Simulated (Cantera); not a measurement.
Input: 1 mol SiCl₄, 2 mol HCl, 990 mol H₂, held at 0.430 bar.

Method: chemical equilibrium by Gibbs-energy minimisation in Cantera with the NASA 1993 tables (ideal gas, pure condensed phases). Candidate condensed phases: Si; 19 gas species. The tables' values for SiCl are old estimates; treat these amounts as uncertain. Gases not in the tables: Si₂H₆ and higher silanes. Equilibrium is a limit: real reactors are often held back by kinetics, nucleation or transport.

x: gas mole fraction; n: condensed amount in mol.

| T (°C) | x H₂ | x H | x HCl | x Si | x SiH₂ | x SiH | n Si(s) | n Si(l) |
|---|---|---|---|---|---|---|---|---|
| 1075 | 0.994 | 3.52e-6 | 0.00581 | 4.37e-10 | 1.68e-7 | … | 0.890 | 0 |
| 1175 | 0.994 | 1.40e-5 | 0.00581 | 6.80e-9 | 7.44e-7 | … | 0.888 | 0 |
| 1275 | 0.994 | 4.68e-5 | 0.00580 | 7.39e-8 | 2.71e-6 | … | 0.881 | 0 |
| 1375 | 0.994 | 0.000135 | 0.00579 | 5.99e-7 | 8.42e-6 | … | 0.868 | 0 |
| 1475 | 0.994 | 0.000347 | 0.00580 | 3.38e-6 | 2.04e-5 | … | 0 | 0.858 |
| 1575 | 0.993 | 0.000806 | 0.00583 | 1.46e-5 | 4.13e-5 | … | 0 | 0.831 |
| 1675 | 0.992 | 0.00172 | 0.00584 | 5.40e-5 | 7.77e-5 | … | 0 | 0.744 |
| 1775 | 0.990 | 0.00340 | 0.00584 | 0.000176 | 0.000137 | … | 0 | 0.519 |
| 1875 | 0.987 | 0.00631 | 0.00582 | 0.000501 | 0.000224 | 0.000160 | 0 | 0 |
| 1975 | 0.982 | 0.0111 | 0.00587 | 0.000610 | 0.000165 | 0.000160 | 0 | 0 |

Task: Fill in the missing entries.

Result: 
- 1075, x SiH: 1.84e-9
- 1175, x SiH: 1.78e-8
- 1275, x SiH: 1.28e-7
- 1375, x SiH: 7.20e-7
- 1475, x SiH: 2.94e-6
- 1575, x SiH: 9.50e-6
- 1675, x SiH: 2.71e-5
- 1775, x SiH: 6.97e-5
